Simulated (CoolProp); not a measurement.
R1234ze(E) at several states: fugacity coefficient from the reference equation and from simpler models built on Tc = 382.5 K, pc = 3.635 MPa, ω = 0.313; each cubic takes its own stable root.

Computed with CoolProp (reference Helmholtz-energy equation of state, Thol 2016).

```json
[
 {"T (K)": "386", "p (MPa)": "0.678", "phase": "gas", "reference": "0.9369"},
 {"T (K)": "286.6", "p (MPa)": "0.188", "phase": "gas", "reference": "0.9508"},
 {"T (K)": "368.2", "p (MPa)": "11", "phase": "liquid", "reference": "0.2437"},
 {"T (K)": "308.9", "p (MPa)": "15", "phase": "liquid", "reference": "0.06769"},
 {"T (K)": "329.3", "p (MPa)": "0.271", "phase": "gas", "reference": "0.9561"},
 {"T (K)": "278.4", "p (MPa)": "0.0124", "phase": "gas", "reference": "0.9964"}
]
```

**Question.** How far does each simpler model (van der Waals, Peng-Robinson) lie from the reference over these 6 states: mean and median of the absolute difference, and the worst?

**Answer.** 
- van der Waals: mean 33.1 %, median 1.6 %, worst +160.3 % at 308.9 K and 15 MPa
- Peng-Robinson: mean 0.3 %, median 0.3 %, worst -0.9 % at 308.9 K and 15 MPa
